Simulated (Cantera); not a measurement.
An adiabatic, constant-volume homogeneous reactor starts with 7.55 % CH₄, 2.19 % H₂, 9.51 % O₂, 80.8 % N₂, at 1300 K and 5.00 bar.

Cantera simulation using GRI-Mech 3.0 (53 species, 325 reactions); the numbers are that mechanism's predictions, not measurements.

x: mole fraction; the columns are a selection and need not sum to one.

```csv
t (s),T (K),P (bar),x CH₄,x H₂,x O₂,x HO₂,x H₂O
1.00e-5,1300,5.00,0.0755,0.0219,0.0951,1.43e-7,5.52e-8
2.15e-5,1300,5.00,0.0755,0.0219,0.0951,3.17e-7,2.39e-7
4.64e-5,1300,5.00,0.0755,0.0219,0.0951,7.71e-7,1.40e-6
0.000100,1300,5.00,0.0755,0.0219,0.0951,…,…
0.000215,1301,5.01,0.0752,0.0218,0.0949,7.14e-6,0.000231
0.000464,1309,5.03,0.0743,0.0216,0.0943,…,…
0.00100,1349,5.19,0.0696,0.0216,0.0905,3.50e-5,0.00631
0.00215,2325,9.45,6.36e-7,0.0687,1.14e-6,1.66e-9,0.0943
0.00464,2325,9.45,1.26e-10,0.0686,1.15e-6,1.70e-9,0.0944
0.0100,2325,9.45,1.23e-10,0.0686,1.16e-6,1.70e-9,0.0944
0.0215,2325,9.45,1.22e-10,0.0686,1.16e-6,1.71e-9,0.0944
0.0464,2325,9.45,1.22e-10,0.0686,1.16e-6,1.71e-9,0.0944
0.100,2325,9.45,1.22e-10,0.0686,1.16e-6,1.71e-9,0.0944
```

Problem. What belongs in the gaps?

Solution. 
- 0.000100, x HO₂: 2.62e-6
- 0.000100, x H₂O: 1.37e-5
- 0.000464, x HO₂: 1.23e-5
- 0.000464, x H₂O: 0.00125
